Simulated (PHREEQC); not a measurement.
Solution (20 °C): 0.029 mol/kgw MgCl2, 0.0026 mol/kgw NaHCO3 and 0.00066 mol/kgw KCl. Closed to the air; pH follows from the charge balance.

Model: ion-association model, phreeqc.dat, run in PHREEQC.

**Question.** The ionic strength comes out as 0.0895 mol/kgw. What activity coefficients do MgHCO3+, Mg+2, HCO3-, CO3-2, K+ get?

**Answer.** MgHCO3+ 0.78, Mg+2 0.42, HCO3- 0.80, CO3-2 0.40, K+ 0.77.

Precipitation was switched off in this run.
